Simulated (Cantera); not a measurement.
An isothermal plug-flow reactor at 925 K and 200000 Pa (inlet), inlet velocity 0.48 m/s, active area per volume 240 1/m; feed H2 : O2 : N2 : H2O = 0.0042 : 0.086 : 0.79 : 0.068 (molar parts).

Detailed kinetics in Cantera: Deutschmann's 1995 Pt surface mechanism with GRI-Mech 3.0 gas chemistry. Catalytic surfaces can have several steady states; this one follows from the mechanism file's or the stated starting coverage. Mass transfer to the wall is taken as infinitely fast.

Question: What does this change do: temperature 925 to 798 K?

Answer: 
| quantity | before | after |
|---|---|---|
| x(H2) at z = 0.0094 m | 1.13e-10 | 1.96e-5 |
| x(O2) at z = 0.0094 m | 0.0887 | 0.0887 |
| x(H2O) at z = 0.0094 m | 0.0763 | 0.0763 |
| θ(free Pt) at the exit | 0.101 | 0.0273 |
| θ(O*) at the exit | 0.892 | 0.966 |
| θ(OH*) at the exit | 0.00700 | 0.00685 |

Question: What does this change do: temperature 925 to 775 K?

Answer: 
```json
[
 {"quantity": "x(H2) at z = 0.0094 m", "before": "1.13e-10", "after": "5.38e-5"},
 {"quantity": "x(O2) at z = 0.0094 m", "before": "0.0887", "after": "0.0887"},
 {"quantity": "x(H2O) at z = 0.0094 m", "before": "0.0763", "after": "0.0763"},
 {"quantity": "θ(free Pt) at the exit", "before": "0.101", "after": "0.0203"},
 {"quantity": "θ(O*) at the exit", "before": "0.892", "after": "0.973"},
 {"quantity": "θ(OH*) at the exit", "before": "0.00700", "after": "0.00672"}
]
```
